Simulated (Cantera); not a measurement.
**Carbon deposition, reforming and gasification: C3H6 + H2**

Charge: 1 mol C3H6, 6.7 mol H2, held at 1.00 bar.

Method: chemical equilibrium by Gibbs-energy minimisation in Cantera with the NASA 1993 tables (ideal gas, pure condensed phases). Candidate condensed phases: C, C6H6, C7H8, C8H18; 76 gas species. Rates play no part.

```
T (K)   x H2      x H  x C2H2 (acetylene)    x C4H2     x CH4  n C(graphite)
-----  -----  -------  ------------------  --------  --------  -------------
2198   0.992  0.00555             0.00251   2.59e-6  0.000260           2.95
2248   0.989  0.00731             0.00328   4.43e-6  0.000232           2.93
2298   0.986  0.00951             0.00422   7.39e-6  0.000209           2.91
2348   0.982   0.0122             0.00537   1.20e-5  0.000188           2.89
2398   0.977   0.0156             0.00675   1.92e-5  0.000170           2.86
2448   0.972   0.0196             0.00840   3.00e-5  0.000154           2.83
2498   0.965   0.0245              0.0103   4.59e-5  0.000140           2.79
2548   0.957   0.0303              0.0126   6.89e-5  0.000127           2.75
2598   0.947   0.0371              0.0152  0.000102  0.000116           2.69
2648   0.936   0.0450              0.0182  0.000147  0.000105           2.63
2698   0.924   0.0542              0.0216  0.000210   9.54e-5           2.55
2748   0.909   0.0647              0.0254  0.000295   8.65e-5           2.47
```
x: gas mole fraction; n: condensed amount in mol.

From 2198 K to 2748 K the condensed part is C(graphite). The main C-bearing gas is C2H2 (acetylene) throughout. The share of C in condensed phases is highest at 2198 K (98.3 %) and lowest at 2748 K (82.3 %).
